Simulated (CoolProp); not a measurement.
Normal hydrogen along the isotherm 35 K: fugacity coefficient from the reference equation and from simpler models built on Tc = 33.1 K, pc = 1.296 MPa, ω = -0.219; each cubic takes its own stable root.

Computed with CoolProp (reference Helmholtz-energy equation of state, Leachman 2009).

| p (MPa) | phase | reference |
|---|---|---|
| 0.0463 | gas | 0.9900 |
| 0.0926 | gas | 0.9800 |
| 0.139 | gas | 0.9700 |
| 0.185 | gas | 0.9602 |
| 0.231 | gas | 0.9504 |
| 0.278 | gas | 0.9403 |
| 0.324 | gas | 0.9305 |
| 0.37 | gas | 0.9208 |
| 0.417 | gas | 0.9108 |
| 0.463 | gas | 0.9011 |
| 0.509 | gas | 0.8914 |
| 0.556 | gas | 0.8815 |
| 0.602 | gas | 0.8719 |
| 0.648 | gas | 0.8622 |

**Question.** How far does each simpler model (van der Waals, Soave-Redlich-Kwong) lie from the reference over these 14 states: mean and median of the absolute difference, and the worst?

**Answer.** 
- van der Waals: mean 0.6 %, median 0.6 %, worst +1.1 % at 35 K and 0.648 MPa
- Soave-Redlich-Kwong: mean 0.5 %, median 0.5 %, worst -0.8 % at 35 K and 0.648 MPa
